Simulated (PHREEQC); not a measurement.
0.16 g of hydrous ferric oxide (600 m²/g; 0.2 weak and 0.005 strong sites per Fe, Dzombak-Morel constants, diffuse double layer) in 1 kg of water with 0.05 mol/kgw of an inert sodium salt, at 25 °C; the pH is set by adding NaOH or the inert anion's acid. Oxygen alone is held at its pressure in air (log pO2 = -0.68). CO2 from the air is kept out. No solid was allowed to form.

Computed with PHREEQC (ion-association model, wateq4f.dat).

```
pH   surface charge σ (C/m²)  surface potential ψ (mV)
---  -----------------------  ------------------------
4                      0.294                       160
4.5                        ?                       149
5                      0.181                       135
5.5                        ?                       118
6                          ?                        99
6.5                    0.058                        78
7                          ?                         ?
7.5                    0.017                         ?
8                      0.003                         6
8.5                   -0.010                       -20
9                          ?                       -45
9.5                   -0.046                       -69
10                    -0.074                       -90
```

Fill in the missing entries.


- 4.5, surface charge σ (C/m²): 0.238
- 5.5, surface charge σ (C/m²): 0.130
- 6, surface charge σ (C/m²): 0.089
- 7, surface charge σ (C/m²): 0.034
- 7, surface potential ψ (mV): 56
- 7.5, surface potential ψ (mV): 31
- 9, surface charge σ (C/m²): -0.026

Species that the database lacks are ignored.
